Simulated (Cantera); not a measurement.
**Stirred combustor or abatement burner**

A perfectly stirred reactor is fed with 16.6 % CH3OH, 14.6 % O2, 68.8 % N2, at 1.00 bar; it is adiabatic with a 450 K inlet, and is followed from long to short residence time, starting on the burning branch (τ in s: 0.15, 0.056, 0.02, 0.0074, 0.0027, 0.00098, 0.00036, 0.00013, 4.7e-05).

Detailed kinetics in Cantera: GRI-Mech 3.0 (53 species, 325 reactions). GRI-Mech 3.0 was tuned for natural gas; its chemistry of methanol as a main component is partial and can be far from experiment.

```json
[
 {"τ (s)": "0.15", "T (K)": "1795", "x CH3OH": "2.12e-6", "x O2": "5.14e-5", "x OH": "0.000257", "x CH2": "5.01e-8", "x O": "4.34e-6", "x CH2CO": "1.61e-8", "x HCN": "7.15e-7"},
 {"τ (s)": "0.056", "T (K)": "1789", "x CH3OH": "3.91e-6", "x O2": "9.62e-5", "x OH": "0.000372", "x CH2": "1.36e-7", "x O": "9.39e-6", "x CH2CO": "2.96e-8", "x HCN": "1.97e-6"},
 {"τ (s)": "0.020", "T (K)": "1780", "x CH3OH": "7.84e-6", "x O2": "0.000193", "x OH": "0.000515", "x CH2": "3.69e-7", "x O": "1.91e-5", "x CH2CO": "5.83e-8", "x HCN": "5.18e-6"},
 {"τ (s)": "0.0074", "T (K)": "1771", "x CH3OH": "1.66e-5", "x O2": "0.000400", "x OH": "0.000656", "x CH2": "9.15e-7", "x O": "3.39e-5", "x CH2CO": "1.21e-7", "x HCN": "1.11e-5"},
 {"τ (s)": "0.0027", "T (K)": "1758", "x CH3OH": "3.90e-5", "x O2": "0.000905", "x OH": "0.000766", "x CH2": "2.20e-6", "x O": "5.52e-5", "x CH2CO": "2.91e-7", "x HCN": "1.83e-5"},
 {"τ (s)": "0.00098", "T (K)": "1737", "x CH3OH": "0.000104", "x O2": "0.00228", "x OH": "0.000809", "x CH2": "5.00e-6", "x O": "8.84e-5", "x CH2CO": "8.28e-7", "x HCN": "2.01e-5"},
 {"τ (s)": "0.00036", "T (K)": "1675", "x CH3OH": "0.000372", "x O2": "0.00728", "x OH": "0.000670", "x CH2": "9.17e-6", "x O": "0.000143", "x CH2CO": "3.22e-6", "x HCN": "9.84e-6"},
 {"τ (s)": "0.00013", "T (K)": "450", "x CH3OH": "0.166", "x O2": "0.146", "x OH": "<1e-12", "x CH2": "<1e-12", "x O": "<1e-12", "x CH2CO": "<1e-12", "x HCN": "<1e-12"},
 {"τ (s)": "4.7e-5", "T (K)": "450", "x CH3OH": "0.166", "x O2": "0.146", "x OH": "<1e-12", "x CH2": "<1e-12", "x O": "<1e-12", "x CH2CO": "<1e-12", "x HCN": "<1e-12"}
]
```
x: mole fraction; the columns are a selection and need not sum to one.
